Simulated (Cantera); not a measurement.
An isothermal, constant-pressure homogeneous reactor starts with 3.42 % CH₄, 96.4 % H₂, 0.202 % N₂, at 1673 K and 0.0263 atm.

Computed with Cantera and GRI-Mech 3.0 (53 species, 325 reactions). GRI-Mech 3.0 stops at C3 and has no aromatics, soot or wall deposition, so with more carbon than oxygen in the feed, carbon stays in small species such as C2H2 where larger ones or solid carbon would form. Radical loss at walls, strong at low pressure, is not modelled.

x: mole fraction; the columns are a selection and need not sum to one.

| t (s) | x CH₄ | x H₂ | x CH₃ | x CH₂ | x C₂H₄ | x C₂H₆ |
|---|---|---|---|---|---|---|
| 1.00e-6 | 0.0342 | 0.964 | 1.23e-8 | <1e-12 | <1e-12 | <1e-12 |
| 5.01e-6 | 0.0342 | 0.964 | 6.06e-8 | <1e-12 | <1e-12 | <1e-12 |
| 2.51e-5 | 0.0342 | 0.964 | 2.85e-7 | <1e-12 | <1e-12 | <1e-12 |
| 0.000126 | 0.0342 | 0.964 | 1.34e-6 | 1.81e-12 | 5.66e-12 | 4.08e-12 |
| 0.000632 | 0.0342 | 0.964 | 6.59e-6 | 5.80e-11 | 8.15e-10 | 4.42e-10 |
| 0.00317 | 0.0342 | 0.964 | 3.28e-5 | 1.52e-9 | 1.04e-7 | ___ |
| 0.0159 | 0.0340 | 0.964 | 0.000158 | 3.46e-8 | 1.01e-5 | ___ |
| 0.0796 | 0.0323 | 0.964 | 0.000383 | 2.02e-7 | 7.12e-5 | ___ |
| 0.399 | 0.0243 | 0.968 | 0.000305 | 1.74e-7 | 4.97e-5 | ___ |
| 2.00 | 0.0102 | 0.975 | 0.000138 | 8.83e-8 | 2.60e-5 | ___ |

### Question
Complete the blanks.

### Answer

- 0.00317, x C₂H₆: 2.95e-8
- 0.0159, x C₂H₆: 7.31e-7
- 0.0796, x C₂H₆: 2.92e-6
- 0.399, x C₂H₆: 1.79e-6
- 2.00, x C₂H₆: 3.49e-7
